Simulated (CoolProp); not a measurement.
Vapour-liquid equilibrium of R1234ze(E) (1) + R227EA (2) at 0.196 MPa; x and y are mole fractions of (1).

Model: multi-fluid Helmholtz-energy mixture model, Thol 2016 and Lemmon 2016; pair parameters Bell 2023, in CoolProp.

```
x      bubble temperature, mixture model (°C)  bubble temperature, Raoult's law (°C)  y, mixture model  y, Raoult's law
-----  --------------------------------------  -------------------------------------  ----------------  ---------------
0.05                                     -0.2                                   -0.1             0.058            0.055
0.125                                    -0.5                                   -0.3             0.142            0.137
0.2                                      -0.8                                   -0.5             0.223            0.217
0.275                                    -1.1                                   -0.7             0.302            0.296
0.35                                     -1.4                                   -0.9             0.379            0.374
0.425                                    -1.7                                   -1.1             0.453            0.450
0.5                                      -1.9                                   -1.3             0.525            0.526
0.575                                    -2.1                                   -1.5             0.597            0.600
0.65                                     -2.3                                   -1.7             0.667            0.673
0.725                                    -2.4                                   -1.9             0.737            0.745
0.8                                      -2.5                                   -2.1             0.808            0.816
0.875                                    -2.6                                   -2.3             0.879            0.886
0.95                                     -2.7                                   -2.5             0.951            0.955
```

The largest gap from Raoult's law is -0.6 K in bubble temperature, at x = 0.5. No azeotrope shows between x = 0.05 and 0.95.

The pair parameters rest on a limited set of measurements; away from them the model extrapolates.
